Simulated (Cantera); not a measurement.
A closed system holds: 1 mol Ni, 0.37 mol H₂S, 240 mol N₂, 15 mol NH₃, at 56.0 Pa.

Method: chemical equilibrium by Gibbs-energy minimisation in Cantera with the NASA 1993 tables (ideal gas, pure condensed phases). Candidate condensed phases: Ni, NiS, NiS₂, Ni₃S₂, Ni₃S₄, S; 17 gas species. Metal and sulfide melt together well below either melting point, which pure phases cannot show. Mutual solubility and eutectic melting of coexisting phases are not modelled. Gases not in the tables: S₃ to S₇. Kinetics and transport are ignored.

Problem. Which condensed phases are stable at each of these points (T (°C)): 800, 900, 1000, 1100, 1200, 1300, 1400, 1500, 1600, 1700?

Solution. 
```tsv
T (°C)	condensed phases	Ni condensed (%)
800	Ni(s) + Ni₃S₂(l)	100.0
900	Ni(s) + Ni₃S₂(l)	100.0
1000	Ni(s)	100.0
1100	Ni(s)	99.9
1200	Ni(s)	98.5
1300	Ni(s)	87.3
1400	Ni(s)	16.5
1500	gas only	0.0
1600	gas only	0.0
1700	gas only	0.0
```

From 800 °C to 900 °C the condensed part is Ni(s) + Ni₃S₂(l). From 1000 °C to 1400 °C the condensed part is Ni(s). From 1500 °C to 1700 °C nothing is condensed.
